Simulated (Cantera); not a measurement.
A Cantera script and what it prints.

```python
import numpy as np
import cantera as ct

gas_names = """
    F FO FO2 F2 F2O H HF HNO HNO2 HNO3 HOF HO2 H2 H2F2 H2O H2O2 H3F3 H4F4 H5F5 H6F6 H7F7 N NF NF2 NF3 NH
    NH2 NH3 NH2OH NO NO2 NO3 N2 N2H2 N2H4 N2O O OH O2 O3
""".split()
cond_names = """
    H2O(s) H2O(L)
""".split()


# ... load() reads the species with a 1 bar reference pressure and builds the phases ...
atoms = {
    'NF3': {'N': 1, 'F': 3},
    'H2': {'H': 2},
    'H2O': {'H': 2, 'O': 1},
}
top_T = {}  # K; cautious upper limits of use, not melting points


# ... equilibrate(T, P, feed) seeds the gas with the atoms and calls Mixture.equilibrate('TP', solver="vcs", rtol=1e-11, max_steps=5000) ...
results = []
feed = {'NF3': 1, 'H2': 0.93, 'H2O': 0.6}  # mol
P = 44000  # Pa
for T in [1850, 1900, 1950, 2000, 2050, 2100, 2150, 2200, 2250, 2300, 2350, 2400]:
    mix = equilibrate(T, P, feed)
    results.append((T, P, feed, dict(zip(mix.species_names, mix.species_moles))))
    x = sorted(zip(gas.X, gas.species_names), reverse=True)
    print(f"T = {T:g} K  P = {P:g} Pa  gas = {mix.phase_moles(0):.4g} mol")
    print("   x: " + "  ".join(f"{s} {v:.3e}" for v, s in x if v > 1e-06))
    print("   condensed (mol): " + ("  ".join(f"{mix.phase(i).name} {mix.phase_moles(i):.4g}"
          for i in range(1, mix.n_phases) if mix.phase_moles(i) > 1e-12) or "none"))
```

Output:

```
T = 1850 K  P = 44000 Pa  gas = 3.815 mol
   x: HF 7.862e-01  N2 1.305e-01  O2 7.399e-02  H2O 7.772e-03  NO 1.184e-03  OH 2.440e-04  O 7.907e-05  F 7.112e-05  H2 3.651e-06  H2F2 2.379e-06  H 1.552e-06  NO2 1.062e-06
   condensed (mol): none
T = 1900 K  P = 44000 Pa  gas = 3.816 mol
   x: HF 7.861e-01  N2 1.303e-01  O2 7.384e-02  H2O 7.748e-03  NO 1.383e-03  OH 3.218e-04  O 1.222e-04  F 1.066e-04  H2 5.599e-06  H 2.831e-06  H2F2 2.283e-06  NO2 1.126e-06
   condensed (mol): none
T = 1950 K  P = 44000 Pa  gas = 3.816 mol
   x: HF 7.860e-01  N2 1.302e-01  O2 7.365e-02  H2O 7.720e-03  NO 1.601e-03  OH 4.181e-04  O 1.847e-04  F 1.565e-04  H2 8.398e-06  H 5.008e-06  H2F2 2.197e-06  NO2 1.189e-06
   condensed (mol): none
T = 2000 K  P = 44000 Pa  gas = 3.816 mol
   x: HF 7.859e-01  N2 1.301e-01  O2 7.344e-02  H2O 7.689e-03  NO 1.840e-03  OH 5.359e-04  O 2.734e-04  F 2.255e-04  H2 1.234e-05  H 8.612e-06  H2F2 2.119e-06  NO2 1.252e-06
   condensed (mol): none
T = 2050 K  P = 44000 Pa  gas = 3.817 mol
   x: HF 7.857e-01  N2 1.300e-01  O2 7.318e-02  H2O 7.655e-03  NO 2.100e-03  OH 6.783e-04  O 3.969e-04  F 3.193e-04  H2 1.780e-05  H 1.443e-05  H2F2 2.048e-06  NO2 1.314e-06
   condensed (mol): none
T = 2100 K  P = 44000 Pa  gas = 3.817 mol
   x: HF 7.854e-01  N2 1.298e-01  O2 7.288e-02  H2O 7.620e-03  NO 2.379e-03  OH 8.485e-04  O 5.658e-04  F 4.447e-04  H2 2.522e-05  H 2.359e-05  H2F2 1.983e-06  NO2 1.375e-06
   condensed (mol): none
T = 2150 K  P = 44000 Pa  gas = 3.818 mol
   x: HF 7.851e-01  N2 1.296e-01  O2 7.252e-02  H2O 7.583e-03  NO 2.679e-03  OH 1.050e-03  O 7.933e-04  F 6.100e-04  H 3.771e-05  H2 3.517e-05  H2F2 1.924e-06  NO2 1.434e-06
   condensed (mol): none
T = 2200 K  P = 44000 Pa  gas = 3.819 mol
   x: HF 7.846e-01  N2 1.294e-01  O2 7.208e-02  H2O 7.546e-03  NO 2.998e-03  OH 1.286e-03  O 1.095e-03  F 8.247e-04  H 5.903e-05  H2 4.834e-05  H2F2 1.869e-06  NO2 1.492e-06
   condensed (mol): none
T = 2250 K  P = 44000 Pa  gas = 3.821 mol
   x: HF 7.841e-01  N2 1.292e-01  O2 7.157e-02  H2O 7.510e-03  NO 3.335e-03  OH 1.560e-03  O 1.488e-03  F 1.100e-03  H 9.064e-05  H2 6.554e-05  H2F2 1.819e-06  NO2 1.547e-06
   condensed (mol): none
T = 2300 K  P = 44000 Pa  gas = 3.823 mol
   x: HF 7.834e-01  N2 1.290e-01  O2 7.096e-02  H2O 7.477e-03  NO 3.690e-03  O 1.995e-03  OH 1.877e-03  F 1.448e-03  H 1.367e-04  H2 8.779e-05  H2F2 1.771e-06  NO2 1.598e-06
   condensed (mol): none
T = 2350 K  P = 44000 Pa  gas = 3.825 mol
   x: HF 7.825e-01  N2 1.287e-01  O2 7.024e-02  H2O 7.447e-03  NO 4.060e-03  O 2.638e-03  OH 2.238e-03  F 1.882e-03  H 2.028e-04  H2 1.163e-04  H2F2 1.727e-06  NO2 1.646e-06
   condensed (mol): none
T = 2400 K  P = 44000 Pa  gas = 3.828 mol
   x: HF 7.814e-01  N2 1.284e-01  O2 6.940e-02  H2O 7.421e-03  NO 4.443e-03  O 3.445e-03  OH 2.649e-03  F 2.418e-03  H 2.961e-04  H2 1.525e-04  NO2 1.689e-06  H2F2 1.685e-06  HO2 1.059e-06
   condensed (mol): none
```

These are equilibrium values from Cantera (NASA tables, ideal gas, pure condensed phases), not measurements of a reactor.
